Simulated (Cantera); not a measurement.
Charge: 1 mol Si₂Cl₆, 92 mol N₂, held at 2.90 mbar.

These are equilibrium values from Cantera (NASA tables, ideal gas, pure condensed phases), not measurements of a reactor. Candidate condensed phases: Si, Si₃N₄; 13 gas species. The feed counts by its element totals alone. N₂ is the only nitrogen source here; it is nearly inert below about 1500 K, so the nitride shown seldom forms there in practice. The tables' values for SiCl₃, SiCl are old estimates; treat these amounts as uncertain. Rates play no part.

x: gas mole fraction; n: condensed amount in mol.

```
T (K)   x N₂  x SiCl₂      x Cl   x SiCl₄   x SiCl₃    x SiCl  n Si₃N₄(s)
-----  -----  -------  --------  --------  --------  --------  ----------
1025   0.984  7.57e-6   5.96e-8    0.0160   7.62e-5    <1e-12       0.166
1100   0.984      ___       ___    0.0158  0.000285  1.37e-12       0.163
1175   0.983      ___       ___    0.0152  0.000877  6.02e-11       0.152
1250   0.982  0.00256   6.92e-6    0.0131   0.00217   1.63e-9       0.110
1325   0.979  0.00877   2.26e-5   0.00875   0.00376   2.49e-8           0
1400   0.979  0.00863  0.000134   0.00849   0.00415   4.51e-8           0
1475   0.978  0.00869  0.000644   0.00804   0.00453   8.09e-8           0
1550   0.976  0.00941   0.00245   0.00696   0.00485   1.61e-7           0
1625   0.972   0.0115   0.00678   0.00474   0.00485   4.14e-7           0
1700   0.966   0.0150    0.0129   0.00205   0.00395   1.41e-6           0
1775   0.962   0.0181    0.0175  0.000509   0.00233   5.44e-6           0
1850   0.960   0.0196    0.0196   9.24e-5   0.00111   2.05e-5           0
```

**Question.** Complete the blanks.

**Answer.** 
- 1100, x SiCl₂: 7.14e-5
- 1100, x Cl: 3.66e-7
- 1175, x SiCl₂: 0.000495
- 1175, x Cl: 1.77e-6
